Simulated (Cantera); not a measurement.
Charge: 1 mol HMDSO, 0.72 mol H₂O, held at 1248.15 K and 13300 Pa.

Cantera equilibrium calculation (NASA polynomials, part measured and part estimated; ideal gas, pure solids and liquids). Candidate condensed phases: C, C₆H₆, C₇H₈, C₈H₁₈, H₂O, Si, SiC, SiO₂; 123 gas species. The feed counts by its element totals alone. Mutual solubility and eutectic melting of coexisting phases are not modelled. The tables hold silica as quartz up to 1696 K and as liquid above; real silica turns to tridymite and cristobalite and melts near 1996 K. Kinetics and transport are ignored.

**Question.** What is the equilibrium state?

**Answer.** 
```json
{
 "x(H₂)": "0.997",
 "x(CH₄)": "0.00148",
 "x(CO)": "0.00131",
 "x(H₂O)": "2.68e-6",
 "x(H)": "1.28e-6",
 "n(C(graphite))": "4.83 mol",
 "n(SiC(s))": "1.15 mol",
 "n(SiO₂(β-quartz))": "0.854 mol",
 "gas_amount": "9.718 mol",
 "log10 activity of Si(s) (absent)": "-2.65"
}
```
